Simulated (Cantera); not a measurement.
Input (Python, Cantera):

```python
import numpy as np
import cantera as ct

gas = ct.Solution("h2o2.yaml")
gas.TPX = 900, 100000, {'H2': 0.32, 'O2': 1, 'N2': 3}
reactor = ct.IdealGasConstPressureReactor(gas, energy="off", clone=False)
net = ct.ReactorNet([reactor])
net.rtol, net.atol = 1e-08, 1e-18
show = ['H2', 'O2', 'H2O', 'OH', 'H2O2', 'HO2']
times = np.geomspace(0.0001, 60, 9)

steps = ct.SolutionArray(gas, extra=["t"])
rows = []
print(f"{'t/s':>10s}{'T/K':>9s}{'P/Pa':>11s}" + "".join(f"{s:>11s}" for s in show))
for t in times:
    while net.time < t:
        t_next = net.step()
        steps.append(gas.state, t=t_next)
    rows.append([np.interp(t, steps.t, y) for y in (steps.T, steps.P, *steps(*show).X.T)])
    print(f"{t:10.3e}{rows[-1][0]:9.1f}{rows[-1][1]:11.4g}" + "".join(f"{x:11.3e}" for x in rows[-1][2:]))
rate = np.gradient(steps.T, steps.t)
print("integrator steps:", len(steps.t))
if steps.T.max() > steps.T[0] + 200:
    print(f"time of steepest temperature rise: {steps.t[rate.argmax()]:.4e} s")
gas.TPX = 900, 100000, {'H2': 0.32, 'O2': 1, 'N2': 3}
gas.equilibrate("TP")
print(f"equilibrium (TP): T = {gas.T:.1f} K  " + "  ".join(f"{s} {gas[s].X[0]:.3e}" for s in show))
```

Output:

```
       t/s      T/K       P/Pa         H2         O2        H2O         OH       H2O2        HO2
 1.000e-04    900.0      1e+05  7.407e-02  2.315e-01  5.170e-11  7.563e-13  1.088e-13  1.620e-10
 5.276e-04    900.0      1e+05  7.407e-02  2.315e-01  3.555e-10  7.919e-13  3.679e-12  9.743e-10
 2.783e-03    900.0      1e+05  7.407e-02  2.315e-01  2.068e-09  8.816e-13  1.084e-10  5.369e-09
 1.468e-02    900.0      1e+05  7.407e-02  2.315e-01  1.487e-08  1.543e-12  3.213e-09  3.221e-08
 7.746e-02    900.0      1e+05  7.407e-02  2.315e-01  4.025e-07  1.688e-11  1.686e-07  4.293e-07
 4.086e-01    900.0      1e+05  7.339e-02  2.311e-01  5.581e-04  8.073e-09  1.485e-04  1.623e-05
 2.156e+00    900.0      1e+05  1.826e-02  2.090e-01  5.748e-02  7.467e-08  4.843e-04  2.449e-05
 1.137e+01    900.0      1e+05  2.016e-04  2.020e-01  7.671e-02  1.397e-08  1.100e-06  1.082e-06
 6.000e+01    900.0      1e+05  1.386e-05  2.019e-01  7.691e-02  1.984e-09  1.023e-08  1.024e-07
integrator steps: 1721
equilibrium (TP): T = 900.0 K  H2 5.511e-13  O2 2.019e-01  H2O 7.692e-02  OH 1.143e-08  H2O2 2.353e-11  HO2 1.342e-10
```

Detailed kinetics in Cantera: the H2/O2 subset of GRI-Mech 3.0, which has no nitrogen chemistry. Below about 950 K walls govern HO2 and H2O2 in real vessels. The temperature is held fixed by assumption; the heat of reaction is taken as removed at once.
